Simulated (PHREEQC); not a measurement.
Make-up at 25 °C: 1.2 mol/kgw KOH, 0.00037 mol/kgw KNO3 and 0.00039 mol/kgw CuSO4. Closed to the air; pH follows from the charge balance.

All values are PHREEQC results (ion-association model, wateq4f.dat), not measurements.

Question: The ionic strength comes out as 1.20 mol/kgw. What activity coefficients do Cu(OH)4-2, NO3-, K+, KSO4-, OH- get?

Answer: Cu(OH)4-2 0.47, NO3- 0.54, K+ 0.59, KSO4- 0.65, OH- 0.57.

No solid was allowed to form. Examples of supersaturated solids here: Tenorite (slow to form). Others may be too. The ionic strength is past about 0.7 mol/kgw, beyond the range of this activity model, so the values are rough. Species that the database lacks are ignored.
